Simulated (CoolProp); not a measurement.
A single-stage vapour-compression cycle with ammonia: evaporating at 267.15 K (dew point), condensing at 332.15 K (bubble point), superheat 0 K, subcooling 0 K, compressor efficiency 0.6, no pressure losses. Each further row changes one setting.

Model: reference Helmholtz-energy equation of state, Gao 2020, in CoolProp.

```
case                              cooling COP  pressure ratio  discharge temperature (K)  refrigerating effect (kJ/kg)  volumetric capacity (kJ/m³)
--------------------------------  -----------  --------------  -------------------------  ----------------------------  ---------------------------
as stated                                1.87            7.48                      499.5                           968                         2690
evaporating temperature 272.15 K         2.11            6.17                      480.5                           974                         3250
condensing temperature 327.15 K          2.07            6.60                      482.9                           994                         2760
subcooling 5 K                           1.92            7.48                      499.5                           994                         2760
superheat 10 K                           1.83            7.48                      518.4                           994                         2640
compressor efficiency 0.5                1.56            7.48                      538.5                           968                         2690
```
